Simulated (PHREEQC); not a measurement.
A solution holds 0.0033 mol CaCl2, 1.7e-05 mol CO2 and 0.032 mol MgSO4 per kg of water, at 25 °C. Closed to the air; pH follows from the charge balance.

Computed with PHREEQC (Pitzer model, pitzer.dat).

| quantity | before | after |
|---|---|---|
| CO2 (mol/kgw) | 1.27e-5 | 5.95e-6 |
| HCO3- (mol/kgw) | 4.32e-6 | 2.55e-6 |
| HSO4- (mol/kgw) | 1.83e-6 | 8.51e-7 |
| MgOH+ (mol/kgw) | 1.05e-8 | 8.48e-9 |
| MgCO3 (mol/kgw) | 6.15e-10 | 3.37e-10 |
| SI of Gypsum (CaSO4:2H2O) | -0.59 | -0.95 |
| SI of Epsomite (MgSO4:7H2O) | -2.29 | -2.66 |

Problem. What was changed between the two runs?
A. CO2 replaced by NaHCO3 at the same molality
B. CO2 from 1.7e-05 to 3.4e-05 mol/kgw
C. MgSO4 from 0.032 to 0.064 mol/kgw
D. diluted 2-fold with water
E. MgSO4 from 0.032 to 0.0352 mol/kgw

Solution. D, diluted 2-fold with water

This is a speciation only: nothing precipitates in the calculation.
